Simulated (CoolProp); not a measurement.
Isobutene along the isobar 9.64 MPa: fugacity coefficient from the reference equation and from simpler models built on Tc = 418.1 K, pc = 4.016 MPa, ω = 0.193; each cubic takes its own stable root.

Computed with CoolProp (reference Helmholtz-energy equation of state, Lemmon 2005). It is a short technical equation, of lower accuracy than the large ones.

```json
[
 {"T (K)": "279.9", "phase": "liquid", "reference": "0.02387"},
 {"T (K)": "292.4", "phase": "liquid", "reference": "0.03514"},
 {"T (K)": "305", "phase": "liquid", "reference": "0.04982"},
 {"T (K)": "317.5", "phase": "liquid", "reference": "0.06799"},
 {"T (K)": "330", "phase": "liquid", "reference": "0.08995"},
 {"T (K)": "342.5", "phase": "liquid", "reference": "0.1158"},
 {"T (K)": "355", "phase": "liquid", "reference": "0.1455"},
 {"T (K)": "367.5", "phase": "liquid", "reference": "0.1788"},
 {"T (K)": "380", "phase": "liquid", "reference": "0.2155"},
 {"T (K)": "392.5", "phase": "liquid", "reference": "0.2551"},
 {"T (K)": "405", "phase": "liquid", "reference": "0.2970"},
 {"T (K)": "417.5", "phase": "liquid", "reference": "0.3408"},
 {"T (K)": "430", "phase": "supercritical", "reference": "0.3855"},
 {"T (K)": "442.5", "phase": "supercritical", "reference": "0.4303"},
 {"T (K)": "455", "phase": "supercritical", "reference": "0.4744"},
 {"T (K)": "467.5", "phase": "supercritical", "reference": "0.5167"}
]
```

Problem. How far does each simpler model (Redlich-Kwong, Peng-Robinson) lie from the reference over these 16 states: mean and median of the absolute difference, and the worst?

Solution. 
- Redlich-Kwong: mean 17.3 %, median 14.2 %, worst +45.2 % at 279.9 K and 9.64 MPa
- Peng-Robinson: mean 0.9 %, median 0.9 %, worst -1.5 % at 467.5 K and 9.64 MPa
